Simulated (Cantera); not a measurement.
**HMDSO + N2O + CO2 (silicon oxide and oxynitride deposition)**

Input: 1 mol HMDSO, 1.1 mol N2O, 1.1 mol CO2, held at 10.0 mbar.

These are equilibrium values from Cantera (NASA tables, ideal gas, pure condensed phases), not measurements of a reactor. Candidate condensed phases: C, C6H6, C7H8, C8H18, H2O, Si, SiC, SiO2, Si2N2O, Si3N4; 151 gas species. The feed counts by its element totals alone. Mutual solubility and eutectic melting of coexisting phases are not modelled. Rates play no part.

```tsv
T (K)	log p H2	log p N2	log p CO	log p CH4	log p H2O	log p CO2	log p HCN	n C(graphite)	n SiO2(β-quartz)	n Si2N2O(s)
848	-2.07	-2.97	-3.57	-4.32	-4.77	-5.78	-9.05	6.77	2.00	0
873	-2.06	-2.97	-3.56	-4.48	-4.99	-6.06	-8.82	6.78	2.00	0
898	-2.06	-2.97	-3.55	-4.62	-5.21	-6.33	-8.60	6.78	2.00	0
923	-2.06	-2.97	-3.55	-4.76	-5.42	-6.59	-8.38	6.79	2.00	0
948	-2.06	-2.97	-3.54	-4.89	-5.62	-6.84	-8.19	6.79	2.00	0
973	-2.06	-2.98	-3.54	-5.02	-5.81	-7.08	-8.00	6.79	2.00	0
998	-2.06	-2.98	-3.54	-5.14	-5.99	-7.31	-7.82	6.79	2.00	0
1023	-2.06	-2.98	-3.54	-5.25	-6.17	-7.53	-7.65	6.79	2.00	0
1048	-2.06	-2.98	-3.54	-5.36	-6.33	-7.73	-7.49	6.80	2.00	0
1073	-2.06	-2.98	-3.54	-5.46	-6.49	-7.93	-7.33	6.80	2.00	0
1098	-2.06	-2.98	-3.54	-5.56	-6.64	-8.12	-7.18	6.80	2.00	0
1123	-2.07	-2.99	-3.40	-5.66	-6.65	-8.03	-7.05	6.68	1.92	0.0377
```
log p: log10 of the partial pressure in bar; n: condensed amount in mol.

From 848 K to 1098 K the condensed part is C(graphite) + SiO2(β-quartz). At 1123 K the condensed part is C(graphite) + SiO2(β-quartz) + Si2N2O(s).
